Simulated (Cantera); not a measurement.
Charge: 1 mol FeCl2, 0.68 mol O2, 0.25 mol N2, equilibrated at 1825 K and 1.00 bar.

These are equilibrium values from Cantera (NASA tables, ideal gas, pure condensed phases), not measurements of a reactor. Candidate condensed phases: Fe, FeCl2, FeCl3, FeO, Fe2O3, Fe3O4; 19 gas species. The numbers say what is thermodynamically allowed, not how fast it happens.

Base state: FeCl2 0.422, O2 0.318, N2 0.134, Cl 0.0537, FeCl3 0.0447, Cl2 0.0229, NO 0.00230, Fe2Cl4 0.000973 (mole fractions); condensed: Fe3O4(s).

Question: What changes in the equilibrium state with this change: pressure from 1.00 bar to 0.100 bar?

Answer: 
```
species          before     after
-------------  --------  --------
FeCl2             0.422     0.458
O2                0.318     0.316
N2                0.134     0.128
FeCl3            0.0447   0.00740
Cl               0.0537    0.0819
Cl2              0.0229   0.00533
Fe2Cl4         0.000973  0.000115
O               8.67e-5  0.000273
Fe3O4(s), mol    0.0445    0.0324
```
